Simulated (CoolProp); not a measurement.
Properties of n-butane at several states (Tc = 425.1 K, pc = 3.796 MPa, ω = 0.201).

Model: reference Helmholtz-energy equation of state, Bücker 2006, in CoolProp.

| T (K) | p (MPa) | phase | speed of sound (m/s) | isothermal compressibility (1/MPa) | viscosity (µPa s) | Prandtl number |
|---|---|---|---|---|---|---|
| 332.2 | 6.26 | liquid | 799.6 | 0.004006 | 127 | 3.40 |
| 477.3 | 1.98 | gas | 239.2 | 0.5864 | 12.3 | 0.779 |
| 262.1 | 0.0592 | gas | 198.9 | 17.38 | 6.50 | 0.777 |
| 257.9 | 0.0523 | gas | 197.7 | 19.63 | 6.40 | 0.776 |
| 457 | 0.0893 | gas | 262.3 | 11.27 | 11.2 | 0.743 |
| 266.5 | 1.85 | liquid | 1087 | 0.001947 | 221 | 4.21 |

Viscosity comes from a separate model (Vogel 1999). Thermal conductivity comes from a separate model (Perkins 2002).
